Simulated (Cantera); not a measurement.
Charge: 1 mol B2H6, 0.22 mol NH3, 0.54 mol H2, equilibrated at 1823 K and 78000 Pa.

Cantera equilibrium calculation (NASA polynomials, part measured and part estimated; ideal gas, pure solids and liquids). Candidate condensed phases: B, BN; 15 gas species. The feed counts by its element totals alone. Mutual solubility and eutectic melting of coexisting phases are not modelled. The tables' values for BH2 are old estimates; treat these amounts as uncertain. Gases not in the tables: B2H6 and higher boranes. Rates play no part.

Base state: H2 0.999, H 0.000490, BH2 0.000153, BH3 1.91e-5 (mole fractions); condensed: B(s) + BN(s).

**Question.** What changes in the equilibrium state with this change: NH3 from 0.22 to 7.6 mol?

**Answer.** 
```
species       before     after
----------  --------  --------
H2             0.999     0.842
N2           8.30e-6     0.158
H           0.000490  0.000450
BH2         0.000153   9.34e-7
BH3          1.91e-5   1.07e-7
B(s), mol       1.78         0
BN(s), mol     0.220      2.00
```

**Question.** What changes in the equilibrium state with this change: pressure from 78000 Pa to 19.0 Pa?

**Answer.** 
| species | before | after |
|---|---|---|
| H2 | 0.999 | 0.942 |
| H | 0.000490 | 0.0305 |
| N2 | 8.30e-6 | 0.0272 |
| BH2 | 0.000153 | 0.000144 |
| B | 6.72e-9 | 2.76e-5 |
| BH3 | 1.91e-5 | 2.72e-7 |
| B(s), mol | 1.78 | 2.00 |
| BN(s), mol | 0.220 | 0 |
